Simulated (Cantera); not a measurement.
# C₃H₆ + H₂O + CO₂ (carbon deposition, reforming and gasification)

Input: 1 mol C₃H₆, 0.47 mol H₂O, 0.094 mol CO₂, held at 400 Pa.

Cantera equilibrium calculation (NASA polynomials, part measured and part estimated; ideal gas, pure solids and liquids). Candidate condensed phases: C, C₆H₆, C₇H₈, C₈H₁₈, H₂O; 110 gas species. Kinetics and transport are ignored.

From 1673 K to 2123 K the condensed part is C(graphite). The main C-bearing gas is CO throughout.

```
T (K)  log p H₂  log p CO  log p H  log p C₂H₂ (acetylene)  log p CH₄  n C(graphite)
-----  --------  --------  -------  ----------------------  ---------  -------------
1673      -2.47     -3.20    -5.18                   -6.72      -7.86           2.44
1748      -2.47     -3.20    -4.88                   -6.42      -7.99           2.44
1823      -2.48     -3.20    -4.60                   -6.15      -8.10           2.43
1898      -2.48     -3.20    -4.35                   -5.90      -8.21           2.43
1973      -2.48     -3.20    -4.11                   -5.68      -8.31           2.43
2048      -2.49     -3.20    -3.89                   -5.47      -8.40           2.43
2123      -2.50     -3.21    -3.69                   -5.28      -8.50           2.42
```
log p: log10 of the partial pressure in bar; n: condensed amount in mol.
